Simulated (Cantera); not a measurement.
A perfectly stirred reactor is fed with C2H6 : N2 = 1 : 2.4 (molar parts), at 0.00680 bar; it is held at 1125 K, and followed from long to short residence time.

Computed with Cantera and GRI-Mech 3.0 (53 species, 325 reactions). GRI-Mech 3.0 stops at C3 and has no aromatics, soot or wall deposition, so with more carbon than oxygen in the feed, carbon stays in small species such as C2H2 where larger ones or solid carbon would form. Radical loss at walls, strong at low pressure, is not modelled.

What does this change do: pressure from 0.00680 bar to 0.000220 bar?


```
quantity                  before     after
----------------------  --------  --------
x(C2H6) at τ = 14.0 s     0.0164     0.126
x(CH2) at τ = 14.0 s    3.35e-10   1.60e-8
x(HCN) at τ = 14.0 s    7.41e-12  4.83e-11
x(CH4) at τ = 14.0 s      0.0514    0.0487
x(C2H) at τ = 14.0 s    1.20e-10  8.62e-11
x(C2H6) at τ = 85.0 ms     0.276     0.294
x(CH2) at τ = 85.0 ms    1.05e-9  8.71e-11
x(HCN) at τ = 85.0 ms   2.05e-12    <1e-12
x(CH4) at τ = 85.0 ms    0.00191   2.16e-5
x(C2H) at τ = 85.0 ms   1.75e-12    <1e-12
```

What does this change do: N2 2.4 to 0.5 parts?


```tsv
quantity	before	after
x(C2H6) at τ = 14.0 s	0.0164	0.0261
x(CH2) at τ = 14.0 s	3.35e-10	2.83e-10
x(HCN) at τ = 14.0 s	7.41e-12	1.52e-12
x(CH4) at τ = 14.0 s	0.0514	0.0938
x(C2H) at τ = 14.0 s	1.20e-10	1.30e-10
x(C2H6) at τ = 85.0 ms	0.276	0.597
x(CH2) at τ = 85.0 ms	1.05e-9	1.43e-9
x(HCN) at τ = 85.0 ms	2.05e-12	<1e-12
x(CH4) at τ = 85.0 ms	0.00191	0.00585
x(C2H) at τ = 85.0 ms	1.75e-12	2.99e-12
```
